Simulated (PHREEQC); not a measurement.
Dissolve 0.011 mol HF and 0.27 mol CaCl2 per kg of water at 20 °C. Closed to the air; pH follows from the charge balance.

All values are PHREEQC results (ion-association model with the Debye-Hückel limiting law, phreeqc.dat), not measurements.

Precipitation was switched off in this run.

Task: What pH, activity of water does the model give?

Result: pH 2.71; activity of water 0.986.

Task: In which forms is F present?

Result: F- 50 %, HF 48 %, HF2- 1.9 % of the F.

Saturation is exceeded, for instance for Fluorite; the values hold only as long as no solid forms. Ionic strength above about 0.7 mol/kgw puts this run outside the model's range.
